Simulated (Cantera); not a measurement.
Mixture: CH₄ : H₂ : O₂ : N₂ = 1 : 0.6 : 2.59 : 9.75 (molar parts), equivalence ratio 0.89, at 500000 Pa, adiabatic and at constant volume. Ignition delay is the time to a rise of 400 K.

Computed with Cantera and GRI-Mech 3.0 (53 species, 325 reactions). Below about 1000 K GRI-Mech 3.0 lacks low-temperature oxidation paths. Below about 950 K walls govern HO2 and H2O2 in real vessels.

Q: Predict: delay at 873 K; delay at 973 K; delay at 1073 K; delay at 1173 K; apparent activation energy between 1123 and 1223 K.

A: 
```
Quantity                                                 Value
--------------------------------------------------  ----------
delay at 873 K                                         0.589 s
delay at 973 K                                         31.0 ms
delay at 1073 K                                        2.44 ms
delay at 1173 K                                       0.562 ms
apparent activation energy between 1123 and 1223 K  120 kJ/mol
```
